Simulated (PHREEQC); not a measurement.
Solution (25 °C): 13 mmol/kgw KOH, 26 mmol/kgw CO2 and 3.8 mmol/kgw K2CO3. Closed to the air; pH follows from the charge balance.

Model: ion-association model, phreeqc.dat, run in PHREEQC.

This is a speciation only: nothing precipitates in the calculation.

Q: Predict the pH, ionic strength, specific conductance.

A: pH 6.64; ionic strength 0.0206 mol/kgw; specific conductance 2200 µS/cm.

Q: In which forms is C present?

A: HCO3- 69 %, CO2 31 % of the C.
